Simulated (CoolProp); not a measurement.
A Linde-Hampson liquefier for CF4 (R14): isothermal reversible compression at 250 K from 1 atm to 40 MPa, throttling to 1 atm, return gas leaving the recuperator 5 K below the feed. Each further row changes one setting.

Computed with CoolProp (reference Helmholtz-energy equation of state, Platzer 1990). This equation is an older, rougher fit; its heat capacities, sound speeds and derivatives of the liquid may be far off and weren't checked against measurements.

```csv
case,liquid yield per pass,compression work (kJ/kg of gas)
as stated,0.418,116
warm-end temperature 280 K,___,___
warm-end gap 10 K,___,116
```

Q: Some entries are withheld; supply them.

A: 
- warm-end temperature 280 K, liquid yield per pass: 0.332
- warm-end temperature 280 K, compression work (kJ/kg of gas): 140
- warm-end gap 10 K, liquid yield per pass: 0.408
